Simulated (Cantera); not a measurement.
# Equilibrium for chlorosilane synthesis and conversion: SiCl4 + HCl + H2

Feed: 1 mol SiCl4, 2.1 mol HCl, a varied amount of H2, at 923 K and 1100000 Pa.

These are equilibrium values from Cantera (NASA tables, ideal gas, pure condensed phases), not measurements of a reactor. Candidate condensed phases: Si; 19 gas species. Rates play no part.

From 0.28 mol H2 to 17 mol H2 nothing is condensed. The main Si-bearing gas is SiCl4 throughout.

| n(H2) (mol) | log p H2 | log p HCl | log p SiCl4 | log p SiHCl3 |
|---|---|---|---|---|
| 0.28 | -0.04 | 0.83 | 0.51 | -2.81 |
| 0.45 | 0.14 | 0.81 | 0.49 | -2.63 |
| 0.71 | 0.31 | 0.78 | 0.46 | -2.46 |
| 1.1 | 0.46 | 0.74 | 0.42 | -2.31 |
| 1.7 | 0.59 | 0.68 | 0.36 | -2.18 |
| 2.8 | 0.72 | 0.59 | 0.27 | -2.06 |
| 4.3 | 0.80 | 0.50 | 0.17 | -1.97 |
| 6.8 | 0.88 | 0.37 | 0.04 | -1.90 |
| 11 | 0.93 | 0.22 | -0.12 | -1.85 |
| 17 | 0.97 | 0.07 | -0.27 | -1.82 |
log p: log10 of the partial pressure in bar; nothing condenses.
